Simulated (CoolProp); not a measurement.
Saturation properties of isobutane.

Computed with CoolProp (reference Helmholtz-energy equation of state, Bücker 2006).

```tsv
T (K)	p (MPa)	liquid density (kg/m³)	enthalpy of vaporisation (kJ/kg)	surface tension (mN/m)	vapour viscosity (µPa s)
284.9	(withheld)	566.8	342.9	11.5	7.16
290	0.2744	560.7	337.6	10.9	7.28
295.1	0.3205	554.5	332.2	10.3	(withheld)
300.2	0.3721	548.1	326.7	9.78	7.55
305.3	0.4298	541.5	320.9	9.21	7.69
310.4	0.4939	534.9	314.9	8.65	7.83
315.5	0.5648	528.0	308.6	8.10	7.98
320.7	0.6445	520.8	302.0	7.54	8.14
325.8	0.7306	513.6	295.2	7.00	8.30
330.9	0.8249	506.1	288.1	6.46	(withheld)
336	0.9278	498.3	280.7	5.93	8.66
341.1	1.040	490.3	272.9	5.41	8.86
346.2	1.161	481.9	264.6	4.90	9.07
351.3	1.293	473.2	255.9	4.39	9.30
356.5	(withheld)	463.8	246.4	3.89	9.56
```

Task: Fill in the missing entries.

Result: 
- 284.9, p (MPa): 0.2335
- 295.1, vapour viscosity (µPa s): 7.42
- 330.9, vapour viscosity (µPa s): 8.48
- 356.5, p (MPa): 1.439

It boils at 261.4 K under 1 atm.

Viscosity comes from a separate model (Vogel 2000). Surface tension comes from a separate correlation (Mulero 2012).
